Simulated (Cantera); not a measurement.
**Premixed flame**

A freely propagating, adiabatic, planar premixed flame of 23.0 % H₂, 17.1 % O₂, 59.9 % N₂, unburnt at 600 K and 4.60 bar; mixture-averaged transport, grid criteria slope 0.08 and curve 0.16, no radiation.

Cantera simulation using the H2/O2 subset of GRI-Mech 3.0, which has no nitrogen chemistry; the numbers are that mechanism's predictions, not measurements. The hydrogen kinetics of GRI-Mech 3.0 are dated; newer H2 mechanisms differ, most at raised pressure. Burning velocities carry a grid error of a few per cent, more on coarse grids. Lean hydrogen flames are cellular in practice and burn faster than this planar one.

```csv
z (mm),T (K),u (m/s),x H₂,x O₂,x HO₂,x H₂O₂,x H,x OH
-0.187,600,4.12,0.229,0.171,<1e-8,<1e-8,<1e-8,<1e-8
-0.125,600,4.12,0.229,0.171,4.08e-8,<1e-8,<1e-8,<1e-8
-0.0934,600,4.12,0.228,0.172,6.58e-7,3.60e-8,<1e-8,<1e-8
-0.0623,603,4.11,0.223,0.173,8.92e-6,4.99e-7,<1e-8,<1e-8
-0.0311,684,4.51,0.192,0.176,0.000609,4.03e-5,6.25e-5,6.65e-5
-0.0156,969,6.19,0.145,0.166,0.000716,8.71e-5,0.00184,0.000941
0,1367,8.56,0.0836,0.133,0.000389,2.62e-5,0.00837,0.00357
0.0156,1656,10.3,0.0390,0.0958,0.000215,5.86e-6,0.0127,0.00859
0.0311,1822,11.3,0.0205,0.0774,0.000132,3.46e-6,0.0115,0.0123
0.0623,1987,12.3,0.0113,0.0682,7.06e-5,2.04e-6,0.00674,0.0141
0.125,2115,13.0,0.00643,0.0657,3.41e-5,1.27e-6,0.00267,0.0124
0.249,2193,13.4,0.00298,0.0652,1.55e-5,8.17e-7,0.000779,0.00913
0.498,2230,13.6,0.00128,0.0654,8.54e-6,5.92e-7,0.000218,0.00630
```
x: mole fraction of selected species; z is measured from the peak of heat release.

The laminar burning velocity is 412 cm/s and the thermal thickness is 0.0623 mm. The peak x(HO₂) is 0.000851 and the peak x(H₂O₂) comes out as 8.77e-5. The peak x(H) is 0.0128 and the peak x(OH) is 0.0141.
